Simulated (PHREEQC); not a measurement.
# Metal-bearing waste water: speciation

Solution (30 °C): 0.0285 mol CuSO4 and 1.3 mol NaCl per kg of water. It is in equilibrium with CO2 at log p = -2 (atm). Otherwise closed; pH follows from the charge balance.

Equilibrium calculation in PHREEQC: ion-association model, wateq4f.dat.

Precipitation was switched off in this run.

Q: What pH does the model give?

A: pH 4.72.

Q: In which forms is C present?

A: CO2 90 %, HCO3- 4.5 %, CuHCO3+ 4.5 %, NaHCO3 1.1 % of the C.

Saturation is exceeded, for instance for Atacamite; the values hold only as long as no solid forms. Caution: at this ionic strength the ion-association model is outside its range; a Pitzer model would be the better tool where its parameters exist.
